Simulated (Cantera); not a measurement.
## Premixed flame

A freely propagating, adiabatic, planar premixed flame of 21.5 % H₂, 16.5 % O₂, 62.0 % N₂, unburnt at 350 K and 14000 Pa; mixture-averaged transport, grid criteria slope 0.08 and curve 0.16, no radiation.

Detailed kinetics in Cantera: the H2/O2 subset of GRI-Mech 3.0, which has no nitrogen chemistry. Burning velocities carry a grid error of a few per cent, more on coarse grids. Lean hydrogen flames are cellular in practice and burn faster than this planar one.

```tsv
z (mm)	T (K)	u (m/s)	x H₂	x O₂	x H₂O₂	x OH	x O	x H₂O
-13.8	350	1.61	0.215	0.165	<1e-8	<1e-8	<1e-8	<1e-8
-9.19	350	1.61	0.215	0.165	<1e-8	<1e-8	<1e-8	<1e-8
-6.89	350	1.61	0.215	0.165	<1e-8	<1e-8	<1e-8	<1e-8
-4.60	350	1.61	0.214	0.165	<1e-8	<1e-8	<1e-8	1.56e-7
-2.30	363	1.66	0.207	0.166	7.66e-6	1.42e-5	1.30e-6	0.000444
-1.15	609	2.70	0.169	0.162	2.08e-5	0.000603	0.000116	0.0213
0	996	4.30	0.0882	0.130	1.03e-6	0.00164	0.00373	0.0941
1.15	1258	5.39	0.0286	0.0861	1.31e-6	0.00508	0.0105	0.170
2.30	1387	5.92	0.0172	0.0739	1.03e-6	0.00708	0.0122	0.190
4.60	1522	6.45	0.0149	0.0698	5.96e-7	0.00893	0.0111	0.200
9.19	1653	6.94	0.0124	0.0672	3.02e-7	0.0101	0.00873	0.209
18.4	1767	7.36	0.00887	0.0654	1.59e-7	0.0100	0.00595	0.218
36.8	1854	7.68	0.00530	0.0644	9.14e-8	0.00869	0.00343	0.226
```
x: mole fraction of selected species; z is measured from the peak of heat release.

```
Property                     Value
------------------------  --------
laminar burning velocity  161 cm/s
thermal thickness          4.60 mm
peak x(H₂O₂)               2.97e-5
peak x(OH)                  0.0102
peak x(O)                   0.0122
grid points                    117
```
